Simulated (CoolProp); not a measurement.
Vapour-liquid equilibrium of R152A (1) + n-butane (2) at 67.35 °C; x and y are mole fractions of (1).

The numbers come from the multi-fluid Helmholtz-energy mixture model, Outcalt 1996 and Bücker 2006; pair parameters Bell 2016 in CoolProp.

**Question.** Give the bubble pressure and the first vapour's composition at x = 0.05, 0.45, 0.65. Is there an azeotrope?

**Answer.** x = 0.05: 0.9318 MPa, y = 0.189; x = 0.45: 1.604 MPa, y = 0.618; x = 0.65: 1.745 MPa, y = 0.724. y crosses x between x = 0.85 and 0.95: the model has an azeotrope there.

The pair parameters rest on a limited set of measurements; away from them the model extrapolates.
